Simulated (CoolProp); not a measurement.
Properties of R404A along the isotherm 29.15 °C (Tc = 72.1 °C, pc = 3.735 MPa, ω = 0.293).

Computed with CoolProp (reference Helmholtz-energy equation of state, Lemmon 2003). It is a pseudo-pure fit of the blend.

| p (MPa) | phase | density (kg/m³) | cp (kJ/(kg K)) | isothermal compressibility (1/MPa) | viscosity (µPa s) | Prandtl number |
|---|---|---|---|---|---|---|
| 3.4 | liquid | 1048 | 1.506 | ? | 127 | 2.79 |
| 6.79 | liquid | 1079 | 1.434 | 0.007396 | 140 | 2.80 |
| 10.2 | liquid | 1103 | 1.391 | 0.005901 | 151 | 2.85 |
| 13.6 | liquid | 1123 | 1.362 | 0.004948 | 162 | 2.90 |
| 17 | liquid | 1141 | 1.340 | 0.004280 | 172 | 2.97 |
| 20.4 | liquid | 1157 | 1.323 | 0.003782 | 182 | 3.03 |
| 23.8 | liquid | 1171 | 1.310 | 0.003395 | 192 | ? |
| 27.2 | liquid | 1184 | ? | 0.003084 | 201 | 3.17 |
| 30.6 | liquid | 1196 | 1.290 | 0.002829 | 211 | 3.24 |
| 34 | liquid | 1207 | 1.283 | 0.002616 | 220 | 3.31 |
| 37.3 | liquid | 1217 | 1.276 | 0.002439 | 229 | 3.38 |

Problem. Complete the blanks.

Solution. 
- 3.4, isothermal compressibility (1/MPa): 0.01012
- 23.8, Prandtl number: 3.10
- 27.2, cp (kJ/(kg K)): 1.299

Viscosity comes from a separate model (Geller 2000). Thermal conductivity comes from a separate model (Geller 2001).
